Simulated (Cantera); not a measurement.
# Equilibrium for silicon carbide growth: SiH2Cl2 + C2H4 + H2

A closed system holds: 1 mol SiH2Cl2, 0.013 mol C2H4, 10 mol H2, at 82.5 Torr.

These are equilibrium values from Cantera (NASA tables, ideal gas, pure condensed phases), not measurements of a reactor. Candidate condensed phases: C, C6H6, C7H8, C8H18, Si, SiC; 109 gas species. Mutual solubility and eutectic melting of coexisting phases are not modelled. The tables' values for SiCl, SiCl3 are old estimates; treat these amounts as uncertain. Gases not in the tables: Si2H6 and higher silanes. Rates play no part.

| T (K) | x H2 | x HCl | x SiCl2 | x H | x Si | x SiCl | n Si(l) | n SiC(s) |
|---|---|---|---|---|---|---|---|---|
| 1850 | 0.866 | 0.0990 | 0.0327 | 0.00151 | 5.86e-5 | 0.000134 | 0.571 | 0.0260 |
| 1900 | 0.864 | 0.101 | 0.0318 | 0.00222 | 0.000115 | 0.000203 | 0.581 | 0.0259 |
| 1950 | 0.862 | 0.102 | 0.0310 | 0.00321 | 0.000216 | 0.000302 | 0.589 | 0.0259 |
| 2000 | 0.860 | 0.104 | 0.0301 | 0.00455 | 0.000396 | 0.000438 | 0.595 | 0.0258 |
| 2050 | 0.857 | 0.105 | 0.0292 | 0.00633 | 0.000703 | 0.000623 | 0.599 | 0.0256 |
| 2100 | 0.853 | 0.106 | 0.0284 | 0.00868 | 0.00121 | 0.000870 | 0.598 | 0.0252 |
| 2150 | 0.849 | 0.107 | 0.0275 | 0.0117 | 0.00204 | 0.00119 | 0.592 | 0.0244 |
x: gas mole fraction; n: condensed amount in mol.

From 1850 K to 2150 K the condensed part is Si(l) + SiC(s). The main Si-bearing gas is SiCl2 throughout. The share of Si in condensed phases is highest at 2050 K (62.4 %) and lowest at 1850 K (59.7 %).
